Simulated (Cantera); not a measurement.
## Counterflow diffusion flame

A counterflow diffusion flame at 160000 Pa, nozzles 20 mm apart: fuel side 65.4 % CH₄, 7.84 % CO, 26.8 % N₂ at 525 K, oxidiser side 23.0 % O₂, 77.0 % N₂ at 575 K, fuel mass flux 0.72 times the oxidiser's; mixture-averaged transport, no radiation.

Model: GRI-Mech 3.0 (53 species, 325 reactions), integrated in Cantera. GRI-Mech 3.0 has no aromatics or soot, which form on the fuel side of real flames. The maximum strain rate includes the flame's own expansion and is several times the mean.

```
oxidiser flux (kg/m²/s)  max strain (1/s)  mean strain (1/s)  T max (K)  peak x OH  peak x H  peak x NO  peak x CO  peak x C₂H₂
-----------------------  ----------------  -----------------  ---------  ---------  --------  ---------  ---------  -----------
0.4                                   185               40.1       2255    0.00911   0.00358   0.000415     0.0789       0.0149
0.57                                  254               57.2       2235    0.00921   0.00379   0.000383     0.0788       0.0141
0.81                                  349               81.2       2219    0.00929   0.00400   0.000354     0.0788       0.0132
1.1                                   462                110       2206    0.00935   0.00419   0.000329     0.0787       0.0125
1.6                                   653                160       2192    0.00940   0.00443   0.000297     0.0787       0.0116
2.3                                   914                231       2175    0.00933   0.00463   0.000260     0.0788       0.0107
3.3                                  1280                331       2154    0.00915   0.00478   0.000219     0.0787      0.00980
4.7                                  1780                471       2131    0.00887   0.00487   0.000176     0.0787      0.00880
```
x: mole fraction; the columns are a selection and need not sum to one.
